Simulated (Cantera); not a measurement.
Feed: 1 mol SiC, 0.0014 mol H₂O, 3.1 mol H₂, 0.0038 mol O₂, held at 1298.15 K and 23000 Pa.

Cantera equilibrium calculation (NASA polynomials, part measured and part estimated; ideal gas, pure solids and liquids). Candidate condensed phases: C, C₆H₆, C₇H₈, C₈H₁₈, H₂O, Si, SiC, SiO₂; 123 gas species. Mutual solubility and eutectic melting of coexisting phases are not modelled. The tables hold silica as quartz up to 1696 K and as liquid above; real silica turns to tridymite and cristobalite and melts near 1996 K. Rates play no part.

Base state: H₂ 0.999, CH₄ 0.000672, CO 0.000519 (mole fractions); condensed: SiC(s) + SiO₂(β-quartz).

**Question.** What changes in the equilibrium state with this change: temperature from 1298.15 K to 1598.15 K?

**Answer.** 
```tsv
species	before	after
H₂	0.999	0.997
SiO	2.82e-6	0.00145
CO	0.000519	0.00143
H	2.24e-6	0.000111
CH₄	0.000672	2.01e-5
SiC(s), mol	0.996	0.995
SiO₂(β-quartz), mol	0.00369	0
```

**Question.** What changes in the equilibrium state with this change: pressure from 23000 Pa to 100000 Pa?

**Answer.** 
```csv
species,before,after
H₂,0.999,0.999
CH₄,0.000672,0.00139
CO,0.000519,3.94e-5
"SiC(s), mol",0.996,0.996
"SiO₂(β-quartz), mol",0.00369,0.00443
```
